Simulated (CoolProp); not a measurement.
Vapour-liquid equilibrium of propane (1) + dimethyl ether (2) at 0.0533 bar; x and y are mole fractions of (1).

Values from CoolProp's multi-fluid Helmholtz-energy mixture model, Lemmon 2009 and Wu 2011; pair parameters Bell 2016.

```tsv
x	bubble temperature, mixture model (°C)	bubble temperature, Raoult's law (°C)	y, mixture model	y, Raoult's law
0.05	-80.4	-77.7	0.301	0.142
0.2	-86.5	-81.2	0.626	0.451
0.35	-89.0	-84.1	0.731	0.647
0.5	-90.2	-86.6	0.787	0.778
0.65	-91.1	-88.6	0.832	0.870
0.8	-91.8	-90.4	0.884	0.937
0.95	-92.4	-92.0	0.962	0.986
```

The largest gap from Raoult's law is -5.3 K in bubble temperature, at x = 0.2. No azeotrope shows between x = 0.05 and 0.95.

Pair parameters are fitted to limited data, so mixtures are less certain than the pure fluids.
